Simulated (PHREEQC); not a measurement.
0.2 g of hydrous ferric oxide (600 m²/g; 0.2 weak and 0.005 strong sites per Fe, Dzombak-Morel constants, diffuse double layer) in 1 kg of water with 0.3 mol/kgw of an inert sodium salt and 4.8e-07 mol/kgw MgCl2, at 25 °C; the pH is set by adding NaOH or the inert anion's acid. Oxygen alone is held at its pressure in air (log pO2 = -0.68). CO2 from the air is kept out. No solid was allowed to form.

Model: ion-association model, wateq4f.dat, run in PHREEQC.

| pH | Mg sorbed (%) | surface charge σ (C/m²) | surface potential ψ (mV) |
|---|---|---|---|
| 4 | 0.0 | 0.349 | 123 |
| 4.5 | 0.0 | 0.318 | 118 |
| 5 | 0.0 | 0.269 | [?] |
| 5.5 | 0.0 | 0.210 | 98 |
| 6 | 0.0 | [?] | 83 |
| 6.5 | 0.1 | 0.106 | 65 |
| 7 | 0.4 | 0.066 | 46 |
| 7.5 | 3.0 | 0.034 | 26 |
| 8 | [?] | [?] | [?] |
| 8.5 | 62.1 | -0.021 | [?] |
| 9 | 91.8 | -0.051 | -38 |
| 9.5 | 98.6 | [?] | -57 |
| 10 | 99.7 | -0.131 | -75 |

**Question.** Complete the blanks.

**Answer.** 
- 5, surface potential ψ (mV): 110
- 6, surface charge σ (C/m²): 0.154
- 8, Mg sorbed (%): 18.5
- 8, surface charge σ (C/m²): 0.006
- 8, surface potential ψ (mV): 5
- 8.5, surface potential ψ (mV): -17
- 9.5, surface charge σ (C/m²): -0.087
